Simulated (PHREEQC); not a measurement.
# Brine: speciation

Solution (25 °C): 0.26 mol/kgw MgSO4, 1.5 mol/kgw KCl and 0.88 mol/kgw KBr. Closed to the air; pH follows from the charge balance.

Model: Pitzer model, pitzer.dat, run in PHREEQC.

```json
{
  "ionic_strength": "3.42 mol/kgw",
  "activity_of_water": "0.916",
  "density": "1.153 g/cm³",
  "osmotic_coefficient": "0.928"
}
```

```
species  molality  activity   log γ
-------  --------  --------  ------
K+           2.38      1.35  -0.247
Cl-          1.50     0.858  -0.243
Br-         0.880     0.548  -0.206
Mg+2        0.260    0.0770  -0.529
SO4-2       0.260   0.00640  -1.609
MgOH+     6.40e-7   3.36e-7  -0.280
HSO4-     4.45e-7   1.98e-7  -0.351
H+        2.54e-7   3.25e-7   0.108
OH-       5.86e-8   2.85e-8  -0.314
```

Precipitation was switched off in this run. Species that the database lacks are ignored.
